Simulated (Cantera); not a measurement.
An isothermal, constant-pressure homogeneous reactor starts with CO : O₂ : H₂O : N₂ = 0.0057 : 0.0084 : 0.0001 : 1 (molar parts), at 1400 K and 0.197 atm. Integrator tolerance rtol = 1e-08.

Detailed kinetics in Cantera: GRI-Mech 3.0 (53 species, 325 reactions).

Question: What does this change do: CO 0.0057 to 0.027 parts?

Answer: 
```csv
quantity,before,after
x(CO) at 10.0 s,1.43e-6 (gas-phase equilibrium 1.69e-7),0.00992 (gas-phase equilibrium 0.00991)
x(O₂) at 10.0 s,0.00548 (gas-phase equilibrium 0.00542),3.53e-8 (gas-phase equilibrium 1.33e-11)
x(H₂O) at 10.0 s,9.81e-5 (gas-phase equilibrium 9.86e-5),7.50e-5 (gas-phase equilibrium 7.61e-5)
x(NO₂) at 10.0 s,8.31e-9 (gas-phase equilibrium 6.97e-8),5.11e-12 (gas-phase equilibrium <1e-12)
x(NO) at 10.0 s,6.68e-6 (gas-phase equilibrium 0.000131),1.14e-5 (gas-phase equilibrium 6.44e-9)
x(H) at 10.0 s,7.47e-9 (gas-phase equilibrium 4.04e-10),2.51e-6 (gas-phase equilibrium 5.04e-8)
x(H₂) at 10.0 s,9.63e-9 (gas-phase equilibrium 1.36e-9),2.11e-5 (gas-phase equilibrium 2.12e-5)
```

Question: What does this change do: temperature 1400 to 1000 K?

Answer: 
| quantity | before | after |
|---|---|---|
| x(CO) at 10.0 s | 1.43e-6 (gas-phase equilibrium 1.69e-7) | 8.61e-5 (gas-phase equilibrium 1.04e-11) |
| x(O₂) at 10.0 s | 0.00548 (gas-phase equilibrium 0.00542) | 0.00553 (gas-phase equilibrium 0.00548) |
| x(H₂O) at 10.0 s | 9.81e-5 (gas-phase equilibrium 9.86e-5) | 9.85e-5 (gas-phase equilibrium 9.89e-5) |
| x(NO₂) at 10.0 s | 8.31e-9 (gas-phase equilibrium 6.97e-8) | 9.13e-10 (gas-phase equilibrium 2.21e-8) |
| x(NO) at 10.0 s | 6.68e-6 (gas-phase equilibrium 0.000131) | 8.02e-8 (gas-phase equilibrium 5.70e-6) |
| x(H) at 10.0 s | 7.47e-9 (gas-phase equilibrium 4.04e-10) | 5.68e-8 (gas-phase equilibrium <1e-12) |
| x(H₂) at 10.0 s | 9.63e-9 (gas-phase equilibrium 1.36e-9) | 1.19e-7 (gas-phase equilibrium <1e-12) |
